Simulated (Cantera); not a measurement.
Charge: 1 mol Si, 0.77 mol Cl2, 0.32 mol H2, at 327 °C and 1.00 bar.

Equilibrium computed with Cantera from the NASA thermochemical tables; the gas is ideal and each condensed phase is pure. Candidate condensed phases: Si; 19 gas species. Kinetics and transport are ignored.

Base state: SiCl4 0.461, H2 0.399, SiHCl3 0.138, SiH2Cl2 0.00208, HCl 3.65e-5 (mole fractions); condensed: Si(s).

Task: What changes in the equilibrium state with this change: pressure from 1.00 bar to 4.40 bar?

Result: 
```json
[
 {"species": "SiCl4", "before": "0.461", "after": "0.431"},
 {"species": "H2", "before": "0.399", "after": "0.379"},
 {"species": "SiHCl3", "before": "0.138", "after": "0.186"},
 {"species": "SiH3Cl", "before": "6.12e-6", "after": "1.69e-5"},
 {"species": "SiH2Cl2", "before": "0.00208", "after": "0.00402"},
 {"species": "Si(s), mol", "before": "0.591", "after": "0.582"}
]
```
